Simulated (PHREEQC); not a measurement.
2.3 g of hydrous ferric oxide (600 m²/g; 0.2 weak and 0.005 strong sites per Fe, Dzombak-Morel constants, diffuse double layer) in 1 kg of water with 0.01 mol/kgw of an inert sodium salt and 5.7 mmol/kgw NaH2PO4 and 0.026 mmol/kgw ZnCl2, at 25 °C; the pH is set by adding NaOH or the inert anion's acid. Oxygen is held at 0.21 atm. CO2 from the air is kept out. Precipitation was switched off in this run.

Base run: PHREEQC, ion-association model, wateq4f.dat. Each further column changes one thing. The table gives P sorbed (%).

```json
[
 {"pH": "3", "base": "89.2", "no electrostatic term (-no_edl)": "85.8", "background salt from 0.01 to 0.001 mol/kgw": "89.6", "oxide from 2.3 to 12 g/kgw": "100.0", "0.0014 mol/kgw MgCl2 added": "89.1"},
 {"pH": "3.67", "base": "88.9", "no electrostatic term (-no_edl)": "86.2", "background salt from 0.01 to 0.001 mol/kgw": "89.2", "oxide from 2.3 to 12 g/kgw": "100.0", "0.0014 mol/kgw MgCl2 added": "88.8"},
 {"pH": "4.33", "base": "87.9", "no electrostatic term (-no_edl)": "[?]", "background salt from 0.01 to 0.001 mol/kgw": "88.0", "oxide from 2.3 to 12 g/kgw": "100.0", "0.0014 mol/kgw MgCl2 added": "87.8"},
 {"pH": "5", "base": "85.7", "no electrostatic term (-no_edl)": "86.6", "background salt from 0.01 to 0.001 mol/kgw": "85.7", "oxide from 2.3 to 12 g/kgw": "100.0", "0.0014 mol/kgw MgCl2 added": "85.6"},
 {"pH": "5.67", "base": "81.9", "no electrostatic term (-no_edl)": "87.4", "background salt from 0.01 to 0.001 mol/kgw": "81.8", "oxide from 2.3 to 12 g/kgw": "100.0", "0.0014 mol/kgw MgCl2 added": "81.8"},
 {"pH": "6.33", "base": "76.2", "no electrostatic term (-no_edl)": "88.8", "background salt from 0.01 to 0.001 mol/kgw": "75.9", "oxide from 2.3 to 12 g/kgw": "100.0", "0.0014 mol/kgw MgCl2 added": "75.9"},
 {"pH": "7", "base": "67.4", "no electrostatic term (-no_edl)": "89.6", "background salt from 0.01 to 0.001 mol/kgw": "[?]", "oxide from 2.3 to 12 g/kgw": "100.0", "0.0014 mol/kgw MgCl2 added": "66.3"},
 {"pH": "7.67", "base": "56.2", "no electrostatic term (-no_edl)": "89.7", "background salt from 0.01 to 0.001 mol/kgw": "55.7", "oxide from 2.3 to 12 g/kgw": "99.9", "0.0014 mol/kgw MgCl2 added": "54.1"},
 {"pH": "8.33", "base": "44.9", "no electrostatic term (-no_edl)": "89.5", "background salt from 0.01 to 0.001 mol/kgw": "44.4", "oxide from 2.3 to 12 g/kgw": "99.2", "0.0014 mol/kgw MgCl2 added": "44.2"},
 {"pH": "9", "base": "30.5", "no electrostatic term (-no_edl)": "88.6", "background salt from 0.01 to 0.001 mol/kgw": "30.1", "oxide from 2.3 to 12 g/kgw": "90.7", "0.0014 mol/kgw MgCl2 added": "32.9"},
 {"pH": "9.67", "base": "16.1", "no electrostatic term (-no_edl)": "85.7", "background salt from 0.01 to 0.001 mol/kgw": "15.6", "oxide from 2.3 to 12 g/kgw": "60.6", "0.0014 mol/kgw MgCl2 added": "21.8"},
 {"pH": "10.33", "base": "6.0", "no electrostatic term (-no_edl)": "78.3", "background salt from 0.01 to 0.001 mol/kgw": "5.6", "oxide from 2.3 to 12 g/kgw": "[?]", "0.0014 mol/kgw MgCl2 added": "11.8"},
 {"pH": "11", "base": "1.1", "no electrostatic term (-no_edl)": "62.2", "background salt from 0.01 to 0.001 mol/kgw": "1.0", "oxide from 2.3 to 12 g/kgw": "5.5", "0.0014 mol/kgw MgCl2 added": "[?]"}
]
```

### Question
Complete the blanks.

### Answer

- 4.33, no electrostatic term (-no_edl): 86.3
- 7, background salt from 0.01 to 0.001 mol/kgw: 67.0
- 10.33, oxide from 2.3 to 12 g/kgw: 26.1
- 11, 0.0014 mol/kgw MgCl2 added: 3.1

H3PO4, which wateq4f.dat lacks, is added to it with the constant of phreeqc.dat. The database has no phosphate complexes of Zn. The oxide is taken as insoluble; below pH 4 it would dissolve.
